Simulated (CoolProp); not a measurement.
Vapour-liquid equilibrium of benzene (1) + octamethylcyclotetrasiloxane (D4) (2) at 456.1 K; x and y are mole fractions of (1).

Values from CoolProp's multi-fluid Helmholtz-energy mixture model, Thol 2012 and Thol 2015; pair parameters Bell 2016.

```csv
x,"bubble pressure, mixture model (bar)","bubble pressure, Raoult's law (bar)","y, mixture model","y, Raoult's law"
0.05,1.518,1.693,0.225,0.319
0.15,2.225,2.653,0.509,0.612
0.25,3.023,3.613,0.670,0.748
0.35,3.878,4.573,0.769,0.828
0.45,4.775,5.534,0.836,0.879
0.55,5.715,6.494,0.883,0.916
0.65,6.713,7.454,0.920,0.943
0.75,7.790,8.414,0.950,0.964
0.85,8.960,9.375,0.974,0.981
0.95,10.20,10.33,0.993,0.994
```

The largest gap from Raoult's law is -16.3 % in bubble pressure, at x = 0.25. No azeotrope shows between x = 0.05 and 0.95.

The pair parameters rest on a limited set of measurements; away from them the model extrapolates.
